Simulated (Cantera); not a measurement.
## Adiabatic ignition

An adiabatic, constant-volume homogeneous reactor starts with C3H8 : O2 : N2 = 1 : 3.57 : 13.4 (molar parts), equivalence ratio 1.4, at 1775 K and 230000 Pa.

Cantera simulation using GRI-Mech 3.0 (53 species, 325 reactions); the numbers are that mechanism's predictions, not measurements. GRI-Mech 3.0 was tuned for natural gas; its chemistry of propane as a main component is partial and can be far from experiment. Above 3000 K some thermodynamic fits are extrapolated.

| t (s) | T (K) | P (bar) | x C3H8 | x O2 | x HO2 | x CH3 | x H2 |
|---|---|---|---|---|---|---|---|
| 4.00e-6 | 1779 | 2.41 | 0.0200 | 0.173 | 0.000769 | 0.00779 | 0.0158 |
| 9.37e-6 | 3061 | 4.72 | <1e-12 | 0.00850 | 6.96e-6 | 3.67e-12 | 0.0490 |
| 2.20e-5 | 3151 | 4.83 | <1e-12 | 0.00699 | 6.84e-6 | 6.57e-12 | 0.0485 |
| 5.14e-5 | 3156 | 4.83 | <1e-12 | 0.00631 | 6.37e-6 | 7.50e-12 | 0.0492 |
| 0.000120 | 3149 | 4.82 | <1e-12 | 0.00583 | 5.92e-6 | 7.78e-12 | 0.0499 |
| 0.000282 | 3147 | 4.82 | <1e-12 | 0.00572 | 5.81e-6 | 7.85e-12 | 0.0501 |
| 0.000661 | 3147 | 4.82 | <1e-12 | 0.00571 | 5.81e-6 | 7.86e-12 | 0.0501 |
| 0.00155 | 3147 | 4.82 | <1e-12 | 0.00571 | 5.81e-6 | 7.86e-12 | 0.0501 |
| 0.00363 | 3147 | 4.82 | <1e-12 | 0.00571 | 5.81e-6 | 7.86e-12 | 0.0501 |
| 0.00850 | 3147 | 4.82 | <1e-12 | 0.00571 | 5.81e-6 | 7.86e-12 | 0.0501 |
| 0.0199 | 3147 | 4.82 | <1e-12 | 0.00571 | 5.81e-6 | 7.86e-12 | 0.0501 |
| 0.0467 | 3147 | 4.82 | <1e-12 | 0.00571 | 5.81e-6 | 7.86e-12 | 0.0501 |
| 0.109 | 3147 | 4.82 | <1e-12 | 0.00571 | 5.81e-6 | 7.86e-12 | 0.0501 |
| 0.256 | 3147 | 4.82 | <1e-12 | 0.00571 | 5.81e-6 | 7.86e-12 | 0.0501 |
| 0.600 | 3147 | 4.82 | <1e-12 | 0.00571 | 5.81e-6 | 7.86e-12 | 0.0501 |
x: mole fraction; the columns are a selection and need not sum to one.

The time of steepest temperature rise is 6.88 µs. The temperature at 0.600 s comes out as 3147 K and the equilibrium temperature comes out as 3147 K. The x(C3H8) at 0.600 s is <1e-12 (gas-phase equilibrium <1e-12). The x(O2) at 0.600 s is 0.00571 (gas-phase equilibrium 0.00571) and the x(HO2) at 0.600 s comes out as 5.81e-6 (gas-phase equilibrium 5.81e-6).
